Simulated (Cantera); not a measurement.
A closed system holds: 1 mol C2H2, 0.18 mol H2O, 20 mol N2, at 702 °C and 10.0 mbar.

These are equilibrium values from Cantera (NASA tables, ideal gas, pure condensed phases), not measurements of a reactor. Candidate condensed phases: C, C6H6, C7H8, C8H18, H2O; 136 gas species. The numbers say what is thermodynamically allowed, not how fast it happens.

Base state: N2 0.936, H2 0.0552, CO 0.00842 (mole fractions); condensed: C(graphite).

Problem. What changes in the equilibrium state with this change: temperature from 702 °C to 2252 °C?

Solution. 
```tsv
species	before	after
N2	0.936	0.908
H	2.69e-9	0.0444
H2	0.0552	0.0251
HCN	7.83e-7	0.0114
HNC	<1e-9	0.00137
CN	<1e-9	0.00121
C2H2 (acetylene)	<1e-9	0.000301
C(graphite), mol	1.82	1.49
```
